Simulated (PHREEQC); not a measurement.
0.43 g of hydrous ferric oxide (600 m²/g; 0.2 weak and 0.005 strong sites per Fe, Dzombak-Morel constants, diffuse double layer) in 1 kg of water with 0.01 mol/kgw of an inert sodium salt, at 25 °C; the pH is set by adding NaOH or the inert anion's acid. Oxygen alone is held at its pressure in air (log pO2 = -0.68). The system is closed to CO2. No solid was allowed to form.

All values are PHREEQC results (ion-association model, wateq4f.dat), not measurements.

**Question.** Predict surface charge σ (C/m²), surface potential ψ (mV) at pH = 4.12, 6.38, 6.75, 7.12, 7.5.

**Answer.** 
```json
[
 {"pH": "4.12", "surface charge σ (C/m²)": "0.203", "surface potential ψ (mV)": "181"},
 {"pH": "6.38", "surface charge σ (C/m²)": "0.034", "surface potential ψ (mV)": "92"},
 {"pH": "6.75", "surface charge σ (C/m²)": "0.023", "surface potential ψ (mV)": "74"},
 {"pH": "7.12", "surface charge σ (C/m²)": "0.015", "surface potential ψ (mV)": "54"},
 {"pH": "7.5", "surface charge σ (C/m²)": "0.008", "surface potential ψ (mV)": "34"}
]
```

Species that the database lacks are ignored. The oxide is taken as insoluble; below pH 4 it would dissolve.
